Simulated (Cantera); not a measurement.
Thermodynamics of fluorocarbon and chlorocarbon gases, feed CH₃F + F₂

Input: 1 mol CH₃F, a varied amount of F₂, at 2348 K and 0.780 bar.

Method: chemical equilibrium by Gibbs-energy minimisation in Cantera with the NASA 1993 tables (ideal gas, pure condensed phases). Candidate condensed phases: C, C₆H₆, C₇H₈, C₈H₁₈; 95 gas species. Gases not in the tables: C₂F₆ and larger saturated fluorocarbons. Kinetics and transport are ignored.

From 0.11 mol F₂ to 1.6 mol F₂ the condensed part is C(graphite). The main C-bearing gas is C₂H₂ (acetylene) at 0.11 mol F₂ and CF₄ at 1.6 mol F₂. The share of C in condensed phases is highest at 0.84 mol F₂ (99.8 %) and lowest at 1.6 mol F₂ (64.4 %).

| n(F₂) (mol) | x HF | x H₂ | x CF₄ | x CF₂ | x F | x H | x CF₃ | x C₂H₂ (acetylene) | n C(graphite) |
|---|---|---|---|---|---|---|---|---|---|
| 0.11 | 0.576 | 0.413 | <1e-12 | 8.10e-8 | 1.72e-5 | 0.00899 | 9.48e-12 | 0.00226 | 0.990 |
| 0.16 | 0.608 | 0.381 | <1e-12 | 9.81e-8 | 1.89e-5 | 0.00863 | 1.27e-11 | 0.00208 | 0.991 |
| 0.22 | 0.646 | 0.344 | <1e-12 | 1.22e-7 | 2.11e-5 | 0.00820 | 1.76e-11 | 0.00188 | 0.992 |
| 0.31 | 0.699 | 0.292 | 1.35e-12 | 1.69e-7 | 2.48e-5 | 0.00756 | 2.85e-11 | 0.00160 | 0.992 |
| 0.43 | 0.763 | 0.229 | 3.12e-12 | 2.56e-7 | 3.06e-5 | 0.00669 | 5.34e-11 | 0.00125 | 0.994 |
| 0.6 | 0.844 | 0.150 | 1.09e-11 | 4.79e-7 | 4.18e-5 | 0.00541 | 1.37e-10 | 0.000819 | 0.996 |
| 0.84 | 0.942 | 0.0544 | 1.29e-10 | 1.65e-6 | 7.75e-5 | 0.00326 | 8.71e-10 | 0.000297 | 0.998 |
| 1.2 | 0.951 | 4.60e-6 | 0.0187 | 0.0199 | 0.00851 | 3.00e-5 | 0.00115 | 2.51e-8 | 0.874 |
| 1.6 | 0.884 | 2.13e-6 | 0.0647 | 0.0369 | 0.0116 | 2.04e-5 | 0.00292 | 1.17e-8 | 0.644 |
x: gas mole fraction; n: condensed amount in mol.
